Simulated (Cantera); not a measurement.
Pyrogenic steam for wet oxidation

An isothermal, constant-pressure homogeneous reactor starts with 8.50 % H2, 6.54 % O2, 85.0 % N2, equivalence ratio 0.65, at 800 K and 100.0 Torr.

Detailed kinetics in Cantera: the H2/O2 subset of GRI-Mech 3.0, which has no nitrogen chemistry. Radical loss at walls, strong at low pressure, is not modelled. Below about 950 K walls govern HO2 and H2O2 in real vessels. The temperature is held fixed by assumption; the heat of reaction is taken as removed at once.

```json
[
 {"t (s)": "8.00e-5", "x H2": "0.0850", "x O2": "0.0654", "x H": "<1e-12", "x O": "<1e-12", "x H2O2": "<1e-12", "x OH": "<1e-12"},
 {"t (s)": "0.000363", "x H2": "0.0850", "x O2": "0.0654", "x H": "<1e-12", "x O": "<1e-12", "x H2O2": "<1e-12", "x OH": "<1e-12"},
 {"t (s)": "0.00165", "x H2": "0.0850", "x O2": "0.0654", "x H": "<1e-12", "x O": "<1e-12", "x H2O2": "<1e-12", "x OH": "<1e-12"},
 {"t (s)": "0.00750", "x H2": "0.0850", "x O2": "0.0654", "x H": "3.42e-12", "x O": "<1e-12", "x H2O2": "<1e-12", "x OH": "<1e-12"},
 {"t (s)": "0.0341", "x H2": "0.0850", "x O2": "0.0654", "x H": "1.53e-11", "x O": "1.50e-12", "x H2O2": "2.34e-12", "x OH": "<1e-12"},
 {"t (s)": "0.155", "x H2": "0.0850", "x O2": "0.0654", "x H": "2.22e-10", "x O": "2.17e-11", "x H2O2": "3.01e-10", "x OH": "3.75e-12"},
 {"t (s)": "0.704", "x H2": "0.0211", "x O2": "0.0342", "x H": "2.89e-9", "x O": "5.77e-10", "x H2O2": "7.48e-6", "x OH": "2.00e-10"},
 {"t (s)": "3.20", "x H2": "0.0211", "x O2": "0.0342", "x H": "3.59e-9", "x O": "7.18e-10", "x H2O2": "1.08e-5", "x OH": "2.43e-10"},
 {"t (s)": "14.5", "x H2": "0.0209", "x O2": "0.0341", "x H": "1.19e-8", "x O": "2.36e-9", "x H2O2": "3.46e-5", "x OH": "9.31e-10"},
 {"t (s)": "66.0", "x H2": "0.0179", "x O2": "0.0326", "x H": "2.70e-8", "x O": "5.75e-9", "x H2O2": "7.96e-5", "x OH": "2.79e-9"},
 {"t (s)": "300", "x H2": "0.00690", "x O2": "0.0272", "x H": "1.58e-8", "x O": "6.50e-9", "x H2O2": "5.22e-5", "x OH": "3.63e-9"}
]
```
x: mole fraction; the columns are a selection and need not sum to one.

Equilibrium at this temperature and pressure: H2 <1e-12, O2 0.0239, H <1e-12, O <1e-12, H2O2 <1e-12, OH 7.92e-10 (gas phase only).
